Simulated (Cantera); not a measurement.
Feed: 1 mol CuO, 9.3 mol CO, 1.4 mol N2, held at 13.3 mbar.

Cantera equilibrium calculation (NASA polynomials, part measured and part estimated; ideal gas, pure solids and liquids). Candidate condensed phases: C, Cu, CuO, Cu2O; 27 gas species. Rates play no part.

Question: At 1527 °C, list the 5 most abundant gas species with their mole fractions, and the condensed phases.

Answer: CO 0.744, N2 0.126, CO2 0.0897, Cu 0.0406, Cu2 7.79e-5. Condensed: Cu(l).
